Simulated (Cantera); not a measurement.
# Transport properties of process gases

Gas mixture: N2O : CO2 = 0.33 : 0.051 (molar parts), at 0.000450 bar, frozen composition.

Cantera's kinetic-theory transport with the Lennard-Jones parameters of GRI-Mech 3.0, ideal gas; thermal conductivity in the mixture-averaged form. The composition is frozen, though it would react at the higher temperatures.

```tsv
T (K)	ρ (kg/m³)	cp (J/kg/K)	μ (µPa s)	λ (mW/m/K)	Pr	D (cm²/s) H	D (cm²/s) NO	D (cm²/s) CH3
400	0.000596	966.0	19.5	25.4	0.740	3750	582	660
650	0.000366	1124	29.2	44.4	0.738	8900	1360	1570
900	0.000265	1224	37.2	61.7	0.738	15600	2380	2750
1150	0.000207	1283	44.3	77.3	0.735	23700	3590	4170
1400	0.000170	1325	50.7	91.7	0.733	33000	4990	5800
1650	0.000144	1357	56.6	105	0.732	43400	6560	7640
1900	0.000125	1381	62.1	117	0.731	54900	8300	9670
2150	0.000111	1399	67.4	129	0.730	67500	10200	11900
2400	9.93e-5	1413	72.4	140	0.729	81000	12200	14300
```
D: mixture-averaged diffusion coefficient of that species in the mixture.
